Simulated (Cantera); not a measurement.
A Cantera script and its output.

```python
import numpy as np
import cantera as ct

gas = ct.Solution("gri30.yaml")
gas.TPX = 525, 500000, {'CH4': 1, 'H2': 0.87, 'O2': 1.62, 'N2': 6.1}
inlet = ct.Reservoir(gas, clone=True)
gas.equilibrate("HP")  # start burning
reactor = ct.IdealGasConstPressureReactor(gas, energy="on", clone=False)
exhaust = ct.Reservoir(gas, clone=True)
tau = [0.11, 0.04, 0.015, 0.0057, 0.0021, 0.00081, 0.0003, 0.00011, 4.3e-05][0]
for a, b in ((inlet, reactor), (reactor, exhaust)):
    ct.MassFlowController(a, b, mdot=lambda t: reactor.mass / tau)
net = ct.ReactorNet([reactor])
show = ['CH4', 'H2', 'O2', 'NO2', 'OH', 'C2H2', 'CH2']

rows = []
print(f"{'tau/s':>10s}{'T/K':>9s}" + "".join(f"{s:>11s}" for s in show))
for tau in [0.11, 0.04, 0.015, 0.0057, 0.0021, 0.00081, 0.0003, 0.00011, 4.3e-05]:
    net.initial_time = 0.0
    net.advance(30 * tau)
    before = gas.X
    net.advance(40 * tau)
    drift = np.max(np.abs(gas.X - before) / (gas.X + 1e-9))
    rows.append([gas.T, *gas[show].X, drift])
    print(f"{tau:10.3e}{gas.T:9.1f}" + "".join(f"{x:11.3e}" for x in gas[show].X))
```

Result:

```
     tau/s      T/K        CH4         H2         O2        NO2         OH       C2H2        CH2
 1.100e-01   2137.0  1.739e-04  9.197e-02  2.882e-05  3.141e-10  1.652e-04  7.349e-06  1.788e-07
 4.000e-02   2137.4  4.054e-04  9.125e-02  7.436e-05  4.693e-10  1.752e-04  3.930e-05  4.629e-07
 1.500e-02   2138.2  8.487e-04  8.972e-02  1.854e-04  6.700e-10  1.897e-04  1.629e-04  1.113e-06
 5.700e-03   2138.7  1.550e-03  8.699e-02  4.452e-04  9.276e-10  2.141e-04  4.852e-04  2.493e-06
 2.100e-03   2136.2  2.510e-03  8.307e-02  1.056e-03  1.293e-09  2.554e-04  1.053e-03  5.351e-06
 8.100e-04   2125.8  3.613e-03  7.907e-02  2.321e-03  1.795e-09  3.118e-04  1.672e-03  1.034e-05
 3.000e-04   2096.7  5.173e-03  7.540e-02  5.237e-03  2.482e-09  3.771e-04  2.210e-03  1.855e-05
 1.100e-04   2005.3  9.208e-03  7.240e-02  1.434e-02  2.778e-09  3.598e-04  2.537e-03  2.448e-05
 4.300e-05    525.0  1.043e-01  9.072e-02  1.689e-01 -3.245e-20  1.628e-26 -9.577e-18 -3.289e-34
```

Computed with Cantera and GRI-Mech 3.0 (53 species, 325 reactions).
